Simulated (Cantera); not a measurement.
Charge: 1 mol SiF₄, 0.097 mol O₃, 0.12 mol H₂, equilibrated at 1302 °C and 2.80 mbar.

Method: chemical equilibrium by Gibbs-energy minimisation in Cantera with the NASA 1993 tables (ideal gas, pure condensed phases). Candidate condensed phases: H₂O, Si, SiO₂; 38 gas species. The tables' values for SiF₃ are old estimates; treat these amounts as uncertain. The tables hold silica as quartz up to 1696 K and as liquid above; real silica turns to tridymite and cristobalite and melts near 1996 K. Rates play no part.

Base state: SiF₄ 0.743, HF 0.189, O₂ 0.0675, H₂O 0.000428, O 5.26e-5, OH 3.12e-5, SiF₃ 2.43e-5, F 1.74e-5 (mole fractions); condensed: SiO₂(β-quartz).

What changes in the equilibrium state with this change: temperature from 1302 °C to 775 °C?


```csv
species,before,after
SiF₄,0.743,0.746
HF,0.189,0.183
O₂,0.0675,0.0677
H₂O,0.000428,0.00327
SiF₃,2.43e-5,<1e-9
F,1.74e-5,<1e-9
"SiO₂(β-quartz), mol",0.0597,0.0579
```
